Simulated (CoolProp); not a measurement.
CH3F (R41) at 293.15 K and 2.76 MPa is compressed adiabatically to 6.54 MPa with isentropic efficiency 0.8. Each further row changes one setting.

The numbers come from the reference Helmholtz-energy equation of state, Lemmon 2006 in CoolProp. It is a short technical equation, of lower accuracy than the large ones.

```json
[
 {"case": "as stated", "work (kJ/kg)": "59.1", "final temperature (K)": "364.6", "final density (kg/m³)": "105"},
 {"case": "efficiency 1", "work (kJ/kg)": "47.3", "final temperature (K)": "359.4", "final density (kg/m³)": "110"},
 {"case": "efficiency 0.65", "work (kJ/kg)": "72.7", "final temperature (K)": "371.0", "final density (kg/m³)": "99.9"}
]
```
